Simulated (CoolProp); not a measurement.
20 sccm (0 °C, 1 atm) of nitrogen bubbles through liquid n-hexane at 325.2 K and leaves saturated at a total pressure of 0.15 MPa (ideal gas phase). Each further row changes one setting.

Model: reference Helmholtz-energy equation of state, Thol 2019, in CoolProp.

```tsv
case	vapour pressure (kPa)	mole fraction of vapour	delivery (mg/min)	delivery (sccm)	change of delivery for a bath 1 K warmer (%)
as stated	58.2	0.388	48.7	12.7	6.0
bath temperature 330.2 K	69.2	0.461	65.8	17.1	6.6
total pressure 0.3 MPa	58.2	0.194	18.5	4.81	4.5
```
